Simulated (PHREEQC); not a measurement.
Consider water at 25 °C with 0.096 mol/kgw HCl, 0.00023 mol/kgw ZnSO4 and 0.0044 mol/kgw MgSO4. Closed to the air; pH follows from the charge balance.

Equilibrium calculation in PHREEQC: ion-association model, phreeqc.dat.

```yaml
pH: 1.12
ionic_strength: 0.107 mol/kgw
specific_conductance: 33500 µS/cm
density: 0.999 g/cm³
total_alkalinity: -96.0 meq/kg
```

```json
[
 {"species": "Cl-", "molality": "0.0960", "activity": "0.0731", "log γ": "-0.118"},
 {"species": "H+", "molality": "0.0925", "activity": "0.0761", "log γ": "-0.085"},
 {"species": "Mg+2", "molality": "0.00426", "activity": "0.00170", "log γ": "-0.398"},
 {"species": "HSO4-", "molality": "0.00348", "activity": "0.00270", "log γ": "-0.109"},
 {"species": "SO4-2", "molality": "0.00100", "activity": "0.000365", "log γ": "-0.438"},
 {"species": "Zn+2", "molality": "0.000203", "activity": "7.48e-5", "log γ": "-0.434"}
]
```

This is a speciation only: nothing precipitates in the calculation. Species that the database lacks are ignored.
